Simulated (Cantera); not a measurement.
# Premixed flame

A freely propagating, adiabatic, planar premixed flame of 48.3 % H₂, 11.5 % O₂, 40.2 % N₂, equivalence ratio 2.1, unburnt at 550 K and 6.90 bar; mixture-averaged transport, grid criteria slope 0.08 and curve 0.16, no radiation.

Cantera simulation using the H2/O2 subset of GRI-Mech 3.0, which has no nitrogen chemistry; the numbers are that mechanism's predictions, not measurements. The hydrogen kinetics of GRI-Mech 3.0 are dated; newer H2 mechanisms differ, most at raised pressure. Burning velocities carry a grid error of a few per cent, more on coarse grids.

| z (mm) | T (K) | u (m/s) | x H₂ | x O₂ | x HO₂ | x H₂O₂ | x O | x H |
|---|---|---|---|---|---|---|---|---|
| -0.110 | 550 | 7.94 | 0.483 | 0.115 | <1e-8 | <1e-8 | <1e-8 | <1e-8 |
| -0.0736 | 550 | 7.94 | 0.483 | 0.115 | <1e-8 | <1e-8 | <1e-8 | <1e-8 |
| -0.0552 | 550 | 7.94 | 0.483 | 0.115 | 4.78e-8 | <1e-8 | <1e-8 | <1e-8 |
| -0.0368 | 551 | 7.95 | 0.482 | 0.115 | 2.37e-6 | 4.75e-8 | 4.18e-8 | <1e-8 |
| -0.0184 | 615 | 8.72 | 0.471 | 0.116 | 0.000646 | 1.97e-5 | 1.19e-5 | 8.79e-5 |
| -0.00920 | 918 | 12.6 | 0.433 | 0.108 | 0.000885 | 7.02e-5 | 0.000250 | 0.00387 |
| 0 | 1337 | 17.8 | 0.367 | 0.0781 | 0.000410 | 2.54e-5 | 0.00140 | 0.0202 |
| 0.00920 | 1638 | 21.7 | 0.304 | 0.0384 | 0.000181 | 4.03e-6 | 0.00204 | 0.0398 |
| 0.0184 | 1798 | 23.7 | 0.271 | 0.0148 | 6.75e-5 | 1.98e-6 | 0.00145 | 0.0488 |
| 0.0368 | 1935 | 25.3 | 0.258 | 0.00215 | 9.36e-6 | 8.17e-7 | 0.000668 | 0.0466 |
| 0.0736 | 2043 | 26.6 | 0.263 | 0.000224 | 1.17e-6 | 3.66e-7 | 0.000355 | 0.0352 |
| 0.147 | 2132 | 27.5 | 0.270 | 7.47e-5 | 4.71e-7 | 1.83e-7 | 0.000171 | 0.0235 |
| 0.294 | 2197 | 28.2 | 0.275 | 3.00e-5 | 1.95e-7 | 8.65e-8 | 6.87e-5 | 0.0145 |
x: mole fraction of selected species; z is measured from the peak of heat release.

```
Item                          Value
------------------------  ---------
laminar burning velocity   794 cm/s
thermal thickness         0.0368 mm
peak x(HO₂)                 0.00113
peak x(H₂O₂)                7.03e-5
peak x(O)                   0.00206
peak x(H)                    0.0497
```
